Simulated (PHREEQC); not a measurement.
Consider water at 25 °C with 0.0011 mol/kgw H3PO4 and 0.05 mol/kgw NaNO3. Closed to the air; pH follows from the charge balance.

Equilibrium calculation in PHREEQC: ion-association model, wateq4f.dat.

Precipitation was switched off in this run.

Problem. Estimate the pH.

Solution. pH 3.07.

Problem. In which forms is P present?

Solution. H2PO4- 91 %, H3PO4 9.3 % of the P.

Complexes and solids missing from the database can't appear. H3PO4, which wateq4f.dat lacks, is added to it with the constant of phreeqc.dat.
